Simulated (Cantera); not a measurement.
A perfectly stirred reactor is fed with C₂H₆ : N₂ = 1 : 1.7 (molar parts), at 0.0133 bar; it is held at 1700 K, and followed from long to short residence time.

Computed with Cantera and GRI-Mech 3.0 (53 species, 325 reactions). GRI-Mech 3.0 stops at C3 and has no aromatics, soot or wall deposition, so with more carbon than oxygen in the feed, carbon stays in small species such as C2H2 where larger ones or solid carbon would form. Radical loss at walls, strong at low pressure, is not modelled.

**Question.** What does this change do: pressure from 0.0133 bar to 0.000470 bar?

**Answer.** 
```json
[
 {"quantity": "x(C₂H₆) at τ = 4.30 s", "before": "2.27e-5", "after": "0.000303"},
 {"quantity": "x(C₂H₄) at τ = 4.30 s", "before": "0.000210", "after": "0.00196"},
 {"quantity": "x(CH₃) at τ = 4.30 s", "before": "0.000774", "after": "0.00467"},
 {"quantity": "x(H) at τ = 4.30 s", "before": "0.00110", "after": "0.00214"},
 {"quantity": "x(C₂H) at τ = 4.30 s", "before": "3.13e-6", "after": "6.27e-6"},
 {"quantity": "x(C₂H₆) at τ = 71.0 ms", "before": "0.00116", "after": "0.0161"},
 {"quantity": "x(C₂H₄) at τ = 71.0 ms", "before": "0.00599", "after": "0.0459"},
 {"quantity": "x(CH₃) at τ = 71.0 ms", "before": "0.00591", "after": "0.0349"},
 {"quantity": "x(H) at τ = 71.0 ms", "before": "0.00144", "after": "0.00262"},
 {"quantity": "x(C₂H) at τ = 71.0 ms", "before": "4.35e-6", "after": "7.68e-6"}
]
```

**Question.** What does this change do: pressure from 0.0133 bar to 0.000480 bar?

**Answer.** 
| quantity | before | after |
|---|---|---|
| x(C₂H₆) at τ = 4.30 s | 2.27e-5 | 0.000297 |
| x(C₂H₄) at τ = 4.30 s | 0.000210 | 0.00192 |
| x(CH₃) at τ = 4.30 s | 0.000774 | 0.00462 |
| x(H) at τ = 4.30 s | 0.00110 | 0.00213 |
| x(C₂H) at τ = 4.30 s | 3.13e-6 | 6.25e-6 |
| x(C₂H₆) at τ = 71.0 ms | 0.00116 | 0.0158 |
| x(C₂H₄) at τ = 71.0 ms | 0.00599 | 0.0454 |
| x(CH₃) at τ = 71.0 ms | 0.00591 | 0.0346 |
| x(H) at τ = 71.0 ms | 0.00144 | 0.00261 |
| x(C₂H) at τ = 71.0 ms | 4.35e-6 | 7.69e-6 |

**Question.** What does this change do: pressure from 0.0133 bar to 1.00 bar?

**Answer.** 
| quantity | before | after |
|---|---|---|
| x(C₂H₆) at τ = 4.30 s | 2.27e-5 | 7.52e-6 |
| x(C₂H₄) at τ = 4.30 s | 0.000210 | 0.00400 |
| x(CH₃) at τ = 4.30 s | 0.000774 | 9.24e-5 |
| x(H) at τ = 4.30 s | 0.00110 | 9.59e-5 |
| x(C₂H) at τ = 4.30 s | 3.13e-6 | 2.71e-7 |
| x(C₂H₆) at τ = 71.0 ms | 0.00116 | 0.000190 |
| x(C₂H₄) at τ = 71.0 ms | 0.00599 | 0.00455 |
| x(CH₃) at τ = 71.0 ms | 0.00591 | 0.000407 |
| x(H) at τ = 71.0 ms | 0.00144 | 0.000122 |
| x(C₂H) at τ = 71.0 ms | 4.35e-6 | 3.65e-7 |
